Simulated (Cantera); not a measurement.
An adiabatic, constant-pressure homogeneous reactor starts with 12.2 % CH4, 1.07 % C2H6, 13.4 % O2, 67.2 % N2, 6.11 % H2O, equivalence ratio 2.1, at 1550 K and 1.01 bar.

Model: GRI-Mech 3.0 (53 species, 325 reactions), integrated in Cantera.

One state of this run: T (K) = 2341; x CH4 = 1.56e-11; x C2H6 = <1e-12; x O2 = 6.35e-6; x OH = 0.000751; x CO2 = 0.0179; x NO2 = 4.95e-10; x O = 1.58e-5. x: mole fraction; the columns are a selection and need not sum to one.

Problem. Which value of t (s) does it belong to?
A. 9.28e-5
B. 2.00e-6
C. 4.31e-6
D. 0.0928

Solution. D, 0.0928
